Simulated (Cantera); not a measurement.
Input: 1 mol NaOH, 3.6 mol H2O, a varied amount of H2, held at 1050 K and 0.263 Torr.

Method: chemical equilibrium by Gibbs-energy minimisation in Cantera with the NASA 1993 tables (ideal gas, pure condensed phases). Candidate condensed phases: H2O, Na, NaOH, NaO2, Na2O, Na2O2; 16 gas species. The numbers say what is thermodynamically allowed, not how fast it happens.

log p: log10 of the partial pressure in bar; nothing condenses.

```
n(H2) (mol)  log p H2O  log p H2  log p NaOH  log p Na
-----------  ---------  --------  ----------  --------
0.035            -3.56     -7.59       -4.17     -5.28
0.053            -3.56         …       -4.19         …
0.081            -3.56     -6.79       -4.22     -4.93
0.12             -3.56     -6.39       -4.26     -4.78
0.19             -3.55     -5.90       -4.34     -4.61
0.28             -3.56     -5.47       -4.44     -4.50
0.43             -3.56     -5.05       -4.57     -4.41
0.65             -3.57     -4.71       -4.71     -4.37
0.99             -3.59     -4.44       -4.85     -4.35
1.5              -3.62     -4.23       -4.99     -4.36
2.3              -3.67         …           …     -4.39
3.5              -3.74     -3.90       -5.35     -4.44
5.3              -3.82     -3.79       -5.56     -4.51
```

Problem. Some entries are withheld; supply them.

Solution. 
- 0.053, log p H2: -7.20
- 0.053, log p Na: -5.11
- 2.3, log p H2: -4.05
- 2.3, log p NaOH: -5.16
